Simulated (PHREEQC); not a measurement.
Acid mine or pickling water

Synthetic water in mmol/kgw, 70 °C, pH 4.11, pe 9.6:

```
constituent  mmol/kgw
-----------  --------
Na               71.4
K                4.37
Ca               1.01
Mg               13.3
Cl               31.9
S(6)             36.8
Ni              0.163
Al              0.838
```

Valence states are taken as typed.

Equilibrium calculation in PHREEQC: ion-association model, wateq4f.dat.

No solid was allowed to form.

### Question
What ionic strength does the model give?

### Answer
ionic strength 0.112 mol/kgw.

### Question
In which forms is Ni present?

### Answer
Ni+2 59 %, NiSO4 39 %, NiCl+ 1.5 % of the Ni.

The solution is supersaturated, for example in Boehmite (slow to form), Gibbsite (slow to form), so a real one may precipitate; this is no full list. Complexes and solids missing from the database can't appear. At this temperature some constants are extrapolated from 25 °C, and those without enthalpy data are left unchanged.
